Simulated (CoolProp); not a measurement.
Vapour pressure (kPa) of ethanol: the reference equation beside estimates from Tc = 241.6 °C, pc = 6268 kPa, ω = 0.644. Clausius-Clapeyron is anchored at 43.95 °C with a constant enthalpy of vaporisation of 41.40 kJ/mol.

Computed with CoolProp (reference Helmholtz-energy equation of state, Schroeder 2014).

| T (°C) | reference | Lee-Kesler | Clausius-Clapeyron | van der Waals | Redlich-Kwong | Soave-Redlich-Kwong | Peng-Robinson |
|---|---|---|---|---|---|---|---|
| 8.35 | 2.827 | 2.456 | 3.000 | 312.1 | 45.20 | 2.431 | 2.801 |
| 20.25 | 5.965 | 5.422 | 6.148 | 402.5 | 73.37 | 5.381 | 6.045 |
| 32.05 | 11.72 | 11.03 | 11.85 | 508.4 | 113.3 | 10.97 | 12.05 |
| 43.95 | 21.86 | 21.11 | 21.86 | 633.2 | 168.5 | 21.02 | 22.68 |
| 55.75 | 38.54 | 37.90 | 38.39 | 775.9 | 241.4 | 37.80 | 40.13 |
| 67.65 | 65.21 | 64.93 | 65.14 | 940.2 | 336.5 | 64.85 | 67.90 |
| 79.45 | 105.5 | 105.8 | 106.2 | 1124 | 455.5 | 105.8 | 109.5 |
| 91.35 | 165.2 | 166.2 | 168.4 | 1333 | 604.0 | 166.5 | 170.7 |
| 103.25 | 250.3 | 251.7 | 259.4 | 1565 | 784.3 | 252.8 | 256.9 |
| 115.05 | 366.9 | 367.9 | 387.8 | 1819 | 998.0 | 370.5 | 374.0 |

Absolute difference from the reference over all 10 rows, mean and median: Lee-Kesler 3.5 and 1.1 %, Clausius-Clapeyron 2.3 and 1.5 %, van der Waals 3047.1 and 1627.5 %, Redlich-Kwong 609.2 and 471.2 %, Soave-Redlich-Kwong 4.0 and 1.5 %, Peng-Robinson 2.9 and 3.1 %.
